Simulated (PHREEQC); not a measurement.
Consider water at 25 °C with 1.5 mol H2SO4 and 0.047 mol H3BO3 per kg of water. Closed to the air; pH follows from the charge balance.

Computed with PHREEQC (Pitzer model, pitzer.dat).

```
Item                        Value
-------------------  ------------
pH                          -0.39
ionic strength       2.24 mol/kgw
activity of water           0.938
density               1.085 g/cm³
osmotic coefficient         1.038
total alkalinity     -3000 meq/kg
```

| species | molality | activity | log γ |
|---|---|---|---|
| H+ | 1.87 | 2.46 | 0.118 |
| HSO4- | 1.13 | 0.817 | -0.141 |
| SO4-2 | 0.371 | 0.00349 | -2.026 |
| B(OH)3 | 0.0470 | 0.0476 | 0.006 |

This is a speciation only: nothing precipitates in the calculation. In brines, pH and single-ion activities rest on the MacInnes convention.
